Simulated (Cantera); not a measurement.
A Cantera script and what it prints.

```python
import numpy as np
import cantera as ct

gas_names = """
    CL CL2 H HCL H2 N NH NH2 NH3 N2 N2H2 N2H4 Si SiCL SiCL2 SiCL3 SiCL4 SiH SiHCL3 SiH2 SiH2CL2 SiH3
    SiH3CL SiH4 SiN Si2 Si2N Si3
""".split()
cond_names = """
    NH4CL(a) NH4CL(b) Si(cr) Si(L) Si3N4(a)
""".split()


# ... load() reads the species with a 1 bar reference pressure and builds the phases ...
atoms = {
    'Si3H8': {'Si': 3, 'H': 8},
    'Cl2': {'CL': 2},
    'N2': {'N': 2},
}
top_T = {'Si3N4(a)': 2400}  # K; cautious upper limits of use, not melting points


# ... equilibrate(T, P, feed) seeds the gas with the atoms and calls Mixture.equilibrate('TP', solver="vcs", rtol=1e-11, max_steps=5000) ...
results = []
feed = {'Si3H8': 1, 'Cl2': 0.025, 'N2': 14}  # mol
T = 1573  # K
P = 370  # Pa
mix = equilibrate(T, P, feed)
results.append((T, P, feed, dict(zip(mix.species_names, mix.species_moles))))
print(gas.report(threshold=0.0001))
for i in range(1, mix.n_phases):
    print(f"{mix.phase(i).name:16s} {mix.phase_moles(i):12.5e} mol")
```

Output:

```
       temperature   1573 K
          pressure   370 Pa
           density   0.00061075 kg/m^3
  mean mol. weight   21.589 kg/kmol
   phase of matter   gas

                          1 kg             1 kmol
                     ---------------   ---------------
          enthalpy        1.8597e+06        4.0148e+07  J
   internal energy        1.2539e+06        2.7069e+07  J
           entropy             12934        2.7924e+05  J/K
    Gibbs function       -1.8486e+07       -3.9909e+08  J
 heat capacity c_p            1593.7             34405  J/K
 heat capacity c_v            1208.5             26091  J/K

                      mass frac. Y      mole frac. X     chem. pot. / RT
                     ---------------   ---------------   ---------------
                 H        1.5538e-05        0.00033278           -12.868
               HCL         0.0051899         0.0030732            -43.99
                H2          0.023146           0.24786           -25.737
                N2           0.97154           0.74871           -32.048
     [  +24 minor]        0.00010839        2.7962e-05

Si(cr)            0.00000e+00 mol
Si3N4(a)          9.99868e-01 mol
```

Cantera equilibrium calculation (NASA polynomials, part measured and part estimated; ideal gas, pure solids and liquids). The feed counts by its element totals alone.
